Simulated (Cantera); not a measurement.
What does this Cantera script print?

```python
import numpy as np
import cantera as ct

gas_names = """
    Br Br2 H HBr HO2 H2 H2O H2O2 O OH O2 O3 Si SiBr SiBr2 SiBr3 SiBr4 SiH SiHBr3 SiH2 SiH2Br2 SiH3
    SiH3Br SiH4 SiO SiO2 Si2 Si3
""".split()
cond_names = """
    Br2(cr) Br2(L) H2O(s) H2O(L) Si(cr) Si(L) SiO2(Lqz) SiO2(hqz) SiO2(L)
""".split()


# ... load() reads the species with a 1 bar reference pressure and builds the phases ...
atoms = {
    'SiO2': {'Si': 1, 'O': 2},
    'HBr': {'H': 1, 'Br': 1},
    'O2': {'O': 2},
}
top_T = {}  # K; cautious upper limits of use, not melting points


# ... equilibrate(T, P, feed) seeds the gas with the atoms and calls Mixture.equilibrate('TP', solver="vcs", rtol=1e-11, max_steps=5000) ...
results = []
feed = {'SiO2': 1, 'HBr': 7.7, 'O2': 0.089}  # mol
T = 1148  # K
P = 22  # Pa
mix = equilibrate(T, P, feed)
results.append((T, P, feed, dict(zip(mix.species_names, mix.species_moles))))
print(gas.report(threshold=0.001))
for i in range(1, mix.n_phases):
    print(f"{mix.phase(i).name:16s} {mix.phase_moles(i):12.5e} mol")
```

Result:

```
       temperature   1148 K
          pressure   22 Pa
           density   0.00018276 kg/m^3
  mean mol. weight   79.291 kg/kmol
   phase of matter   gas

                          1 kg             1 kmol
                     ---------------   ---------------
          enthalpy            -98193       -7.7858e+06  J
   internal energy       -2.1857e+05       -1.7331e+07  J
           entropy              3914        3.1035e+05  J/K
    Gibbs function       -4.5915e+06       -3.6407e+08  J
 heat capacity c_p            413.63             32797  J/K
 heat capacity c_v            308.77             24483  J/K

                      mass frac. Y      mole frac. X     chem. pot. / RT
                     ---------------   ---------------   ---------------
                Br          0.049361          0.048983           -22.293
               HBr           0.94391             0.925           -38.391
                H2        6.8758e-05         0.0027043           -32.194
               H2O         0.0051235          0.022551           -62.862
     [  +24 minor]         0.0015396        0.00076414

Br2(L)            0.00000e+00 mol
Si(cr)            0.00000e+00 mol
SiO2(hqz)         1.00000e+00 mol
```

These are equilibrium values from Cantera (NASA tables, ideal gas, pure condensed phases), not measurements of a reactor. The tables hold silica as quartz up to 1696 K and as liquid above; real silica turns to tridymite and cristobalite and melts near 1996 K.
